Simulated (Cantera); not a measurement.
A diamond (100) surface in a fixed gas of H2 with x(CH4) = 0.028, x(H) = 0.0069, at 1073 K, 0.200 bar; coverages are run to steady state.

Detailed kinetics in Cantera: the Harris–Goodwin 1993 mechanism for the reconstructed diamond (100) surface.

One state of this run: growth (µm/h) = 1.52; θ c6HH = 0.533; θ c6H* = 0.0254; θ c6*H = 0.425; θ c6** = 0.0156; θ c6HM = 0.000625. θ: site fractions in the mechanism's names (c6HH fully hydrogenated, c6H* and c6*H radical sites, c6** diradical, c6HM methylated).

### Question
Which value of x(CH3) does it belong to?
A. 5e-06
B. 0.00013
C. 1.1e-05
D. 2.2e-06

### Answer
C, 1.1e-05
